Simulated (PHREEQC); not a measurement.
Buffer (model solution)

Make-up at 20 °C: 120 mmol/kgw KHCO3 and 67 mmol/kgw NaOH. Closed to the air; pH follows from the charge balance.

Equilibrium calculation in PHREEQC: ion-association model, wateq4f.dat.

Precipitation was switched off in this run.

What pH does the model give?

pH 10.00.

In which forms is C present?

CO3-2 45 %, HCO3- 44 %, NaCO3- 10 %, NaHCO3 0.7 % of the C.
